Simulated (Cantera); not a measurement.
Input: 1 mol Si3N4, 0.02 mol H2O, 850 mol H2, equilibrated at 1 atm.

These are equilibrium values from Cantera (NASA tables, ideal gas, pure condensed phases), not measurements of a reactor. Candidate condensed phases: H2O, Si, SiO2, Si2N2O, Si3N4; 35 gas species. Mutual solubility and eutectic melting of coexisting phases are not modelled. Gases not in the tables: Si2H6 and higher silanes. Equilibrium is a limit: real reactors are often held back by kinetics, nucleation or transport.

**Question.** What share of the Si ends up in condensed phases as a function of T (K), at 975, 1075, 1175, 1275, 1375, 1475, 1575, 1675, 1775, 1875, 1975, 2075, 2175?

**Answer.** 
```csv
T (K),Si condensed (%),as
975,100.0,Si2N2O(s) + Si3N4(s)
1075,100.0,Si2N2O(s) + Si3N4(s)
1175,100.0,Si2N2O(s) + Si3N4(s)
1275,100.0,Si2N2O(s) + Si3N4(s)
1375,100.0,Si2N2O(s) + Si3N4(s)
1475,99.9,Si(s) + Si2N2O(s) + Si3N4(s)
1575,99.7,Si(s) + Si2N2O(s) + Si3N4(s)
1675,98.9,Si(s) + Si3N4(s)
1775,98.4,Si(l)
1875,97.4,Si(l)
1975,95.1,Si(l)
2075,90.1,Si(l)
2175,79.4,Si(l)
```
